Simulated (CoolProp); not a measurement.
Vapour-liquid equilibrium of CH2F2 (R32) (1) + fluoroethane (R161) (2) at 266.8 K; x and y are mole fractions of (1).

Computed with CoolProp (multi-fluid Helmholtz-energy mixture model, Tillner-Roth 1997 and Wu 2012; pair parameters Bell 2016).

Task: Give the bubble pressure and the first vapour's composition at x = 0.25, 0.55, 0.65. Is there an azeotrope?

Result: x = 0.25: 445.0 kPa, y = 0.383; x = 0.55: 535.7 kPa, y = 0.672; x = 0.65: 563.8 kPa, y = 0.752. No azeotrope shows between x = 0.05 and 0.95.

Pair parameters are fitted to limited data, so mixtures are less certain than the pure fluids.
